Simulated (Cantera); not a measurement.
Thermodynamics of carbon deposition, reforming and gasification, feed C₂H₅OH + CO₂

Feed: 1 mol C₂H₅OH, 0.4 mol CO₂, at 13.5 Torr.

Cantera equilibrium calculation (NASA polynomials, part measured and part estimated; ideal gas, pure solids and liquids). Candidate condensed phases: C, C₆H₆, C₇H₈, C₈H₁₈, H₂O; 110 gas species. Kinetics and transport are ignored.

```tsv
T (°C)	x H₂	x CO	x H	x C₂H₂ (acetylene)	x CH₄	x C₂H	x H₂O	n C(graphite)
1302	0.625	0.375	0.000245	1.32e-5	1.28e-5	1.51e-11	4.33e-6	0.600
1402	0.624	0.375	0.000684	3.63e-5	8.45e-6	1.97e-10	2.34e-6	0.600
1502	0.624	0.375	0.00170	8.88e-5	5.86e-6	1.91e-9	1.36e-6	0.599
1602	0.622	0.374	0.00385	0.000197	4.22e-6	1.45e-8	8.36e-7	0.598
1702	0.618	0.373	0.00802	0.000401	3.12e-6	8.94e-8	5.39e-7	0.596
1802	0.612	0.372	0.0155	0.000759	2.36e-6	4.61e-7	3.60e-7	0.593
1902	0.601	0.370	0.0282	0.00134	1.80e-6	2.03e-6	2.48e-7	0.587
2002	0.583	0.366	0.0483	0.00222	1.38e-6	7.80e-6	1.73e-7	0.578
```
x: gas mole fraction; n: condensed amount in mol.

From 1302 °C to 2002 °C the condensed part is C(graphite). The main C-bearing gas is CO throughout.
